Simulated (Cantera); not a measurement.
Thermodynamics of silicon etching in halogen gases, feed Si + HF + N2

Feed: 1 mol Si, 7.3 mol HF, 18 mol N2, at 1523.15 K.

Equilibrium computed with Cantera from the NASA thermochemical tables; the gas is ideal and each condensed phase is pure. Candidate condensed phases: Si, Si3N4; 37 gas species. The tables' values for SiF3, SiF2 are old estimates; treat these amounts as uncertain. Kinetics and transport are ignored.

From 1.00 Pa to 100000 Pa nothing is condensed. The main Si-bearing gas is SiF4 throughout.

```
P (Pa)  log p N2  log p HF  log p H2  log p SiF4
------  --------  --------  --------  ----------
1          -5.13     -5.84     -6.12       -6.50
3.60       -4.58     -5.29     -5.55       -5.89
13         -4.02     -4.74     -4.98       -5.31
46         -3.47     -4.20     -4.43       -4.74
170        -2.90     -3.63     -3.86       -4.17
600        -2.35     -3.09     -3.31       -3.61
2200       -1.79     -2.52     -2.74       -3.05
7700       -1.24     -1.98     -2.20       -2.50
28000      -0.68     -1.42     -1.64       -1.94
100000     -0.13     -0.87     -1.08       -1.39
```
log p: log10 of the partial pressure in bar; nothing condenses.
